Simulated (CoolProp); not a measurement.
Dimethyl ether along the isobar 6.8 MPa: Z from the reference equation and from simpler models built on Tc = 127.2 °C, pc = 5.337 MPa, ω = 0.196; each cubic takes its own stable root.

Values from CoolProp's reference Helmholtz-energy equation of state, Wu 2011.

```tsv
T (°C)	phase	reference	van der Waals	Redlich-Kwong	Soave-Redlich-Kwong	Peng-Robinson
52.05	liquid	0.1838	0.2892	0.2087	0.2028	(withheld)
59.15	liquid	0.1834	0.2880	0.2092	0.2033	0.1799
66.25	liquid	0.1834	0.2872	0.2102	0.2042	0.1808
73.35	liquid	(withheld)	0.2870	0.2117	0.2057	0.1822
80.45	liquid	0.1844	0.2873	0.2139	0.2079	0.1843
87.55	liquid	0.1857	0.2883	0.2168	0.2109	0.1871
94.65	liquid	0.1875	0.2900	0.2206	0.2149	0.1909
101.75	liquid	0.1903	0.2927	0.2256	0.2203	0.1961
108.85	liquid	0.1942	(withheld)	0.2323	0.2275	0.2030
115.95	liquid	0.1999	0.3020	(withheld)	0.2375	0.2126
123.05	liquid	0.2087	0.3096	0.2538	0.2519	0.2267
130.25	supercritical	(withheld)	0.3208	(withheld)	0.2752	0.2497
137.35	supercritical	0.2582	0.3376	(withheld)	0.3187	0.2936
```

**Question.** Fill in the missing entries.

**Answer.** 
- 52.05, Peng-Robinson: 0.1795
- 73.35, reference: 0.1837
- 108.85, van der Waals: 0.2966
- 115.95, Redlich-Kwong: 0.2412
- 130.25, reference: 0.2241
- 130.25, Redlich-Kwong: 0.2731
- 137.35, Redlich-Kwong: 0.3058
